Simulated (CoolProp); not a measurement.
R365MFC at 467.46 K and 0.104 MPa is throttled through a valve to 0.00705 MPa with no heat exchange. Each further row changes one setting.

Values from CoolProp's reference Helmholtz-energy equation of state, Lemmon 2016.

| case | final density (kg/m³) |
|---|---|
| as stated | 0.269 |
| outlet pressure 0.00211 MPa | 0.0805 |
| outlet pressure 0.00916 MPa | 0.350 |
